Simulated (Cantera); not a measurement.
A closed system holds: 1 mol MgO, 0.87 mol CO, at 1075 K and 4800 Pa.

Method: chemical equilibrium by Gibbs-energy minimisation in Cantera with the NASA 1993 tables (ideal gas, pure condensed phases). Candidate condensed phases: C, Mg, MgCO3, MgO; 15 gas species. The numbers say what is thermodynamically allowed, not how fast it happens.

Base state: CO 0.994, CO2 0.00644 (mole fractions); condensed: C(graphite) + MgO(s).

Task: What changes in the equilibrium state with this change: pressure from 4800 Pa to 1000 Pa?

Result: 
```json
[
 {"species": "CO", "before": "0.994", "after": "0.999"},
 {"species": "CO2", "before": "0.00644", "after": "0.00136"},
 {"species": "C(graphite), mol", "before": "0.00557", "after": "0.00118"},
 {"species": "MgO(s), mol", "before": "1.00", "after": "1.00"}
]
```
